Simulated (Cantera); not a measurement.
Feed: 1 mol AlN, 0.27 mol H₂O, at 925 K and 1.00 bar.

Cantera equilibrium calculation (NASA polynomials, part measured and part estimated; ideal gas, pure solids and liquids). Candidate condensed phases: Al, AlN, Al₂O₃, H₂O; 35 gas species. Kinetics and transport are ignored.

What is the equilibrium state?


- x(H₂) = 0.750
- x(N₂) = 0.250
- x(NH₃) = 0.000323
- n(AlN(s)) = 0.820 mol
- n(Al₂O₃(s)) = 0.0900 mol
- gas amount = 0.3599 mol
- log10 activity of Al(s) (absent) = -12.15
